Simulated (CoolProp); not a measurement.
Model: reference Helmholtz-energy equation of state, Lemmon 2006, in CoolProp. It is a short technical equation, of lower accuracy than the large ones.

Task: For carbon monoxide, give the phase and the cp (kJ/(kg K)) at 196 K and 0.0726 MPa; 479.2 K and 0.0842 MPa; 116.8 K and 1.45 MPa.

Result: 
- 196 K and 0.0726 MPa: gas; cp 1.04
- 479.2 K and 0.0842 MPa: gas; cp 1.06
- 116.8 K and 1.45 MPa: gas; cp 1.90
